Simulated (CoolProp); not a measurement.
Vapour-liquid equilibrium of R114 (1) + R113 (2) at 372 K; x and y are mole fractions of (1).

The numbers come from the multi-fluid Helmholtz-energy mixture model, Platzer 1990 and Marx 1992; pair parameters Bell 2016 in CoolProp. This equation is an older, rougher fit; its heat capacities, sound speeds and derivatives of the liquid may be far off and weren't checked against measurements.

| x | bubble pressure (bar) | y at the bubble point | dew pressure at overall composition x (bar) | liquid density (mol/L) |
|---|---|---|---|---|
| 0.05 | 4.676 | 0.125 | (withheld) | 7.317 |
| 0.15 | 5.549 | 0.322 | 4.771 | 7.304 |
| 0.25 | 6.446 | 0.471 | 5.194 | 7.286 |
| 0.35 | 7.362 | 0.586 | 5.697 | 7.263 |
| 0.45 | 8.294 | (withheld) | (withheld) | 7.233 |
| 0.55 | 9.244 | 0.755 | 7.052 | 7.195 |
| 0.65 | 10.21 | 0.820 | 7.986 | 7.148 |
| 0.75 | 11.21 | 0.877 | (withheld) | 7.090 |
| 0.85 | 12.24 | (withheld) | 10.71 | 7.019 |
| 0.95 | (withheld) | 0.977 | 12.70 | (withheld) |

Question: What belongs in the gaps?

Answer: 
- 0.05, dew pressure at overall composition x (bar): 4.411
- 0.45, y at the bubble point: 0.678
- 0.45, dew pressure at overall composition x (bar): 6.305
- 0.75, dew pressure at overall composition x (bar): 9.176
- 0.85, y at the bubble point: 0.929
- 0.95, bubble pressure (bar): 13.31
- 0.95, liquid density (mol/L): 6.932

No azeotrope shows between x = 0.05 and 0.95.

Pair parameters are fitted to limited data, so mixtures are less certain than the pure fluids.
